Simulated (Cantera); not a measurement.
Input (Python, Cantera) and output of one run.

```python
import numpy as np
import cantera as ct

gas_names = """
    Cu CuF CuF2 Cu2 F F2 N NF NF2 NF3 N2
""".split()
cond_names = """
    Cu(cr) Cu(L) CuF2(s) CuF2(L)
""".split()


# ... load() reads the species with a 1 bar reference pressure and builds the phases ...
atoms = {
    'Cu': {'Cu': 1},
    'F2': {'F': 2},
    'N2': {'N': 2},
}
top_T = {}  # K; cautious upper limits of use, not melting points


# ... equilibrate(T, P, feed) seeds the gas with the atoms and calls Mixture.equilibrate('TP', solver="vcs", rtol=1e-11, max_steps=5000) ...
results = []
feed = {'Cu': 1, 'F2': 6.1, 'N2': 25}  # mol
P = 34  # Pa
for T in [848, 898, 948, 998, 1048, 1098, 1148]:
    mix = equilibrate(T, P, feed)
    results.append((T, P, feed, dict(zip(mix.species_names, mix.species_moles))))

top = {s: max(r[3][s] / sum(r[3][g] for g in gas_names) for r in results) for s in gas_names}
cols = sorted((s for s in top if top[s] > 1e-06), key=lambda s: -top[s])[:7]
seen = [c for c in cond_names if any(r[3].get(c, 0) > 1e-12 for r in results)]
print("log10 of partial pressures in bar; condensed amounts in mol")
print(f"{'T/K':>10s}" + "".join(f"{s[:9]:>10s}" for s in cols + seen))
for T, P, feed, n in results:
    ng = sum(n[g] for g in gas_names)
    print(f"{T:10.4g}" + "".join(f"{np.log10(max(n[s] / ng * P / 1e5, 1e-99)):10.3f}" for s in cols)
          + "".join(f"{n.get(c, 0):10.4g}" for c in seen))
```

Output:

```
log10 of partial pressures in bar; condensed amounts in mol
       T/K        N2         F        F2      CuF2       NF3   CuF2(s)
       848    -3.596    -4.160    -4.765    -7.312    -8.121    0.9952
       898    -3.608    -4.066    -5.139    -6.431    -9.134    0.9624
       948    -3.617    -4.030    -5.572    -5.648   -10.186    0.7673
       998    -3.628    -4.026    -6.019    -5.026   -11.218         0
      1048    -3.629    -4.022    -6.421    -5.027   -12.144         0
      1098    -3.629    -4.020    -6.793    -5.027   -12.993         0
      1148    -3.629    -4.019    -7.134    -5.027   -13.771         0
```

Equilibrium computed with Cantera from the NASA thermochemical tables; the gas is ideal and each condensed phase is pure.
